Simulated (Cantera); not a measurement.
A Cantera script and what it prints.

```python
import numpy as np
import cantera as ct

gas_names = [...]  # 123 gases of nasa_gas.yaml made of C, H, O, Si
cond_names = """
    C(gr) C6H6(L) C7H8(L) C8H18(L),n-octa H2O(s) H2O(L) Si(cr) Si(L) SiC(b) SiO2(Lqz) SiO2(hqz) SiO2(L)
""".split()


# ... load() reads the species with a 1 bar reference pressure and builds the phases ...
atoms = {
    'HMDSO': {'Si': 2, 'C': 6, 'H': 18, 'O': 1},
    'O2': {'O': 2},
    'H2': {'H': 2},
}
top_T = {'C(gr)': 4500, 'SiC(b)': 3050}  # K; cautious upper limits of use, not melting points


# ... equilibrate(T, P, feed) seeds the gas with the atoms and calls Mixture.equilibrate('TP', solver="vcs", rtol=1e-11, max_steps=5000) ...
results = []
feed = {'HMDSO': 1, 'O2': 0.28, 'H2': 65}  # mol
P = 100000  # Pa
for T in [650, 700, 750, 800, 850, 900, 950, 1000, 1050, 1100]:
    mix = equilibrate(T, P, feed)
    results.append((T, P, feed, dict(zip(mix.species_names, mix.species_moles))))

top = {s: max(r[3][s] / sum(r[3][g] for g in gas_names) for r in results) for s in gas_names}
cols = sorted((s for s in top if top[s] > 0.001), key=lambda s: -top[s])[:5]
seen = [c for c in cond_names if any(r[3].get(c, 0) > 1e-12 for r in results)]
print("log10 of partial pressures in bar; condensed amounts in mol")
print(f"{'T/K':>10s}" + "".join(f"{s[:9]:>10s}" for s in cols + seen))
for T, P, feed, n in results:
    ng = sum(n[g] for g in gas_names)
    print(f"{T:10.4g}" + "".join(f"{np.log10(max(n[s] / ng * P / 1e5, 1e-99)):10.3f}" for s in cols)
          + "".join(f"{n.get(c, 0):10.4g}" for c in seen))
```

Output:

```
log10 of partial pressures in bar; condensed amounts in mol
       T/K        H2       CH4     C(gr)    SiC(b) SiO2(Lqz) SiO2(hqz)
       650    -0.031    -1.161         0      1.22      0.78         0
       700    -0.031    -1.161         0      1.22      0.78         0
       750    -0.031    -1.161         0      1.22      0.78         0
       800    -0.031    -1.161         0      1.22      0.78         0
       850    -0.031    -1.161         0      1.22         0      0.78
       900    -0.031    -1.161         0      1.22         0      0.78
       950    -0.031    -1.161         0      1.22         0      0.78
      1000    -0.031    -1.161         0      1.22         0      0.78
      1050    -0.023    -1.288     1.155      1.22         0      0.78
      1100    -0.015    -1.475     2.379      1.22         0    0.7799
```

These are equilibrium values from Cantera (NASA tables, ideal gas, pure condensed phases), not measurements of a reactor. The feed counts by its element totals alone. Mutual solubility and eutectic melting of coexisting phases are not modelled.
